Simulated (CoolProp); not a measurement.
Values from CoolProp's reference Helmholtz-energy equation of state, Penoncello 2003.

For CHF3 (R23), give the phase and the cp (kJ/(kg K)) at 192.5 K and 0.263 MPa; 430.3 K and 0.147 MPa.


- 192.5 K and 0.263 MPa: liquid; cp 1.24
- 430.3 K and 0.147 MPa: gas; cp 0.912
